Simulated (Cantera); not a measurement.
Feed: 1 mol HI, 0.056 mol O₂, 0.48 mol N₂, at 925 K and 90.0 Pa.

Cantera equilibrium calculation (NASA polynomials, part measured and part estimated; ideal gas, pure solids and liquids). Candidate condensed phases: H₂O, I₂; 27 gas species. Kinetics and transport are ignored.

Base state: HI 0.331, N₂ 0.294, I 0.188, H₂ 0.0718, H₂O 0.0686, I₂ 0.0463 (mole fractions); condensed: gas only.

Q: What changes in the equilibrium state with this change: 0.14 mol NH₃ added?

A: 
```csv
species,before,after
HI,0.331,0.343
N₂,0.294,0.291
H₂,0.0718,0.145
I,0.188,0.137
I₂,0.0463,0.0246
H₂O,0.0686,0.0593
```

Q: What changes in the equilibrium state with this change: HI replaced by CO₂?

A: 
```tsv
species	before	after
CO₂	0	0.651
N₂	0.294	0.312
O₂	<1e-9	0.0365
HI	0.331	0
I	0.188	0
H₂	0.0718	0
H₂O	0.0686	0
I₂	0.0463	0
```
Further candidate phases: C.

Q: What changes in the equilibrium state with this change: pressure from 90.0 Pa to 10000 Pa?

A: 
```
species  before   after
-------  ------  ------
HI        0.331   0.420
N₂        0.294   0.320
I₂       0.0463   0.110
I         0.188  0.0275
H₂       0.0718  0.0487
H₂O      0.0686  0.0746
```
